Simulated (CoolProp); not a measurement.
Saturation properties of ethylene.

Model: reference Helmholtz-energy equation of state, Smukala 2000, in CoolProp.

| T (°C) | p (kPa) | liquid density (kg/m³) | vapour Z |
|---|---|---|---|
| -142.05 | 4.972 | 619.8 | 0.9964 |
| -136.45 | 8.717 | 612.4 | 0.9945 |
| -130.85 | 14.54 | 605.0 | 0.9919 |
| -125.35 | 23.02 | 597.6 | 0.9887 |
| -119.75 | 35.39 | 590.0 | 0.9845 |
| -114.15 | 52.57 | 582.3 | 0.9793 |
| -108.65 | 75.30 | 574.6 | 0.9731 |
| -103.05 | 105.7 | 566.6 | 0.9658 |
| -97.45 | 144.9 | 558.5 | 0.9572 |
| -91.95 | 193.3 | 550.4 | 0.9476 |
| -86.35 | 254.5 | 542.0 | 0.9364 |

It boils at -103.8 °C under 1 atm.
